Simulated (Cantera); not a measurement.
Feed: 1 mol Cr, 0.6 mol H2O, equilibrated at 36.0 Pa.

Cantera equilibrium calculation (NASA polynomials, part measured and part estimated; ideal gas, pure solids and liquids). Candidate condensed phases: Cr, Cr2O3, H2O; 13 gas species. Mutual solubility and eutectic melting of coexisting phases are not modelled. Equilibrium is a limit: real reactors are often held back by kinetics, nucleation or transport.

Problem. Which condensed phases are stable at each of these points (T (°C)): 925, 1025, 1125, 1225, 1325, 1425, 1525, 1625, 1725, 1825, 1925, 2025?

Solution. 
```csv
T (°C),condensed phases,Cr condensed (%)
925,Cr(s) + Cr2O3(s),100.0
1025,Cr(s) + Cr2O3(s),100.0
1125,Cr(s) + Cr2O3(s),100.0
1225,Cr(s) + Cr2O3(s),99.9
1325,Cr(s) + Cr2O3(s),99.4
1425,Cr(s) + Cr2O3(s),96.4
1525,Cr(s) + Cr2O3(s),79.6
1625,Cr2O3(s),39.0
1725,Cr2O3(s),36.7
1825,Cr2O3(s),29.7
1925,Cr2O3(s),7.4
2025,gas only,0.0
```

From 925 °C to 1525 °C the condensed part is Cr(s) + Cr2O3(s). From 1625 °C to 1925 °C the condensed part is Cr2O3(s). At 2025 °C nothing is condensed.
